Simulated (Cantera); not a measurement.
**Transport properties of process gases**

Gas mixture: 100 % H2O, at 1.70 bar, frozen composition.

Cantera's kinetic-theory transport with the Lennard-Jones parameters of GRI-Mech 3.0, ideal gas; thermal conductivity in the mixture-averaged form. Polar gases are described roughly by these parameters.

| T (K) | ρ (kg/m³) | cp (J/kg/K) | μ (µPa s) | λ (mW/m/K) | Pr | D (cm²/s) CH4 | D (cm²/s) NH3 | D (cm²/s) H |
|---|---|---|---|---|---|---|---|---|
| 400 | 0.921 | 1902 | 14.0 | 37.0 | 0.718 | 0.237 | 0.209 | 1.35 |
| 500 | 0.737 | 1955 | 17.7 | 48.2 | 0.718 | 0.365 | 0.331 | 2.07 |
| 600 | 0.614 | 2016 | 21.5 | 60.4 | 0.718 | 0.514 | 0.479 | 2.90 |
| 700 | 0.526 | 2082 | 25.2 | 73.4 | 0.716 | 0.682 | 0.653 | 3.84 |
| 800 | 0.460 | 2150 | 29.0 | 87.3 | 0.714 | 0.869 | 0.850 | 4.88 |
| 900 | 0.409 | 2220 | 32.6 | 102 | 0.712 | 1.07 | 1.07 | 6.01 |
| 1000 | 0.368 | 2292 | 36.2 | 117 | 0.712 | 1.29 | 1.31 | 7.23 |
| 1100 | 0.335 | 2366 | 39.8 | 132 | 0.713 | 1.53 | 1.57 | 8.54 |
| 1200 | 0.307 | 2436 | 43.3 | 148 | 0.714 | 1.78 | 1.85 | 9.93 |
D: mixture-averaged diffusion coefficient of that species in the mixture.
